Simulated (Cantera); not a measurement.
A freely propagating, adiabatic, planar premixed flame of H₂ : O₂ : N₂ : H₂O = 1 : 0.649 : 2.44 : 0.013 (molar parts), unburnt at 350 K and 1.00 bar; mixture-averaged transport, grid criteria slope 0.08 and curve 0.16, no radiation.

Cantera simulation using the H2/O2 subset of GRI-Mech 3.0, which has no nitrogen chemistry; the numbers are that mechanism's predictions, not measurements. Burning velocities carry a grid error of a few per cent, more on coarse grids.

Task: Predict: laminar burning velocity; thermal thickness; peak x(OH); peak x(HO₂); peak x(H₂O₂); peak x(H).

Result: 
* **laminar burning velocity**: 201 cm/s
* **thermal thickness**: 0.355 mm
* **peak x(OH)**: 0.0125
* **peak x(HO₂)**: 0.000447
* **peak x(H₂O₂)**: 8.61e-5
* **peak x(H)**: 0.0233
